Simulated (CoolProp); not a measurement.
Vapour-liquid equilibrium of benzene (1) + p-xylene (2) at 0.921 bar; x and y are mole fractions of (1).

Model: multi-fluid Helmholtz-energy mixture model, Thol 2012 and Zhou 2012; pair parameters Bell 2016, in CoolProp.

| x | bubble temperature, mixture model (°C) | bubble temperature, Raoult's law (°C) | y, mixture model | y, Raoult's law |
|---|---|---|---|---|
| 0.05 | 129.2 | 128.6 | 0.181 | 0.199 |
| 0.15 | 119.3 | 118.3 | 0.445 | 0.469 |
| 0.25 | 111.0 | 110.1 | 0.618 | 0.637 |
| 0.35 | 104.0 | 103.3 | 0.735 | 0.747 |
| 0.45 | 98.1 | 97.6 | 0.816 | 0.824 |
| 0.55 | 93.0 | 92.7 | 0.873 | 0.878 |
| 0.65 | 88.7 | 88.4 | 0.915 | 0.919 |
| 0.75 | 84.8 | 84.7 | 0.947 | 0.949 |
| 0.85 | 81.5 | 81.4 | 0.972 | 0.973 |
| 0.95 | 78.4 | 78.4 | 0.992 | 0.992 |

The largest gap from Raoult's law is +1.0 K in bubble temperature, at x = 0.15. No azeotrope shows between x = 0.05 and 0.95.

Pair parameters are fitted to limited data, so mixtures are less certain than the pure fluids.
